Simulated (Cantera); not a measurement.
Input (Python, Cantera):

```python
import numpy as np
import cantera as ct

gas = ct.Solution("gri30.yaml")
gas.TPX = 1325, 160, {'H2': 0.74, 'O2': 1, 'N2': 0.12}
reactor = ct.IdealGasConstPressureReactor(gas, energy="off", clone=False)
net = ct.ReactorNet([reactor])
net.rtol, net.atol = 1e-08, 1e-18
show = ['H2', 'O2', 'NO', 'OH', 'H2O2', 'HO2']
times = np.geomspace(0.0001, 1, 9)

steps = ct.SolutionArray(gas, extra=["t"])
rows = []
print(f"{'t/s':>10s}{'T/K':>9s}{'P/Pa':>11s}" + "".join(f"{s:>11s}" for s in show))
for t in times:
    while net.time < t:
        t_next = net.step()
        steps.append(gas.state, t=t_next)
    rows.append([np.interp(t, steps.t, y) for y in (steps.T, steps.P, *steps(*show).X.T)])
    print(f"{t:10.3e}{rows[-1][0]:9.1f}{rows[-1][1]:11.4g}" + "".join(f"{x:11.3e}" for x in rows[-1][2:]))
rate = np.gradient(steps.T, steps.t)
print("integrator steps:", len(steps.t))
if steps.T.max() > steps.T[0] + 200:
    print(f"time of steepest temperature rise: {steps.t[rate.argmax()]:.4e} s")
gas.TPX = 1325, 160, {'H2': 0.74, 'O2': 1, 'N2': 0.12}
gas.equilibrate("TP")
print(f"equilibrium (TP): T = {gas.T:.1f} K  " + "  ".join(f"{s} {gas[s].X[0]:.3e}" for s in show))
```

Result:

```
       t/s      T/K       P/Pa         H2         O2         NO         OH       H2O2        HO2
 1.000e-04   1325.0        160  3.978e-01  5.376e-01  3.025e-21  1.755e-09  1.047e-11  2.001e-08
 3.162e-04   1325.0        160  3.978e-01  5.376e-01  9.318e-20  1.200e-08  1.041e-10  6.320e-08
 1.000e-03   1325.0        160  3.978e-01  5.376e-01  3.624e-18  1.502e-07  1.023e-09  1.991e-07
 3.162e-03   1325.0        160  3.972e-01  5.373e-01  3.205e-15  7.285e-05  9.375e-09  5.738e-07
 1.000e-02   1325.0        160  3.471e-02  3.486e-01  1.566e-08  1.955e-02  4.242e-08  7.150e-07
 3.162e-02   1325.0        160  3.439e-02  3.500e-01  1.010e-07  1.951e-02  4.333e-08  7.253e-07
 1.000e-01   1325.0        160  3.356e-02  3.544e-01  3.527e-07  1.940e-02  4.646e-08  7.575e-07
 3.162e-01   1325.0        160  3.021e-02  3.674e-01  9.845e-07  1.874e-02  5.623e-08  8.533e-07
 1.000e+00   1325.0        160  1.758e-02  3.956e-01  1.881e-06  1.483e-02  7.679e-08  1.035e-06
integrator steps: 712
equilibrium (TP): T = 1325.0 K  H2 2.579e-06  O2 4.226e-01  NO 2.116e-04  OH 1.857e-04  H2O2 8.545e-10  HO2 3.559e-08
```

Detailed kinetics in Cantera: GRI-Mech 3.0 (53 species, 325 reactions). Radical loss at walls, strong at low pressure, is not modelled. The temperature is held fixed by assumption; the heat of reaction is taken as removed at once.
